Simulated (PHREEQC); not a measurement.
Make-up at 35 °C: 1.6 mmol/kgw PbCl2, 0.042 mmol/kgw NaCl and 0.15 mmol/kgw Cu(NO3)2. Closed to the air; pH follows from the charge balance.

Model: ion-association model, wateq4f.dat, run in PHREEQC.

```json
{
  "pH": "5.31",
  "ionic_strength": "0.00495 mol/kgw"
}
```

```
species  molality  activity   log γ
-------  --------  --------  ------
Cl-       0.00308   0.00285  -0.034
Pb+2      0.00143   0.00105  -0.133
NO3-     0.000295  0.000273  -0.034
PbCl+    0.000163  0.000151  -0.033
Cu+2     0.000148  0.000110  -0.128
Na+       4.20e-5   3.89e-5  -0.033
H+        5.28e-6   4.92e-6  -0.030
PbNO3+    4.58e-6   4.24e-6  -0.033
PbOH+     4.49e-6   4.16e-6  -0.033
```

This is a speciation only: nothing precipitates in the calculation.
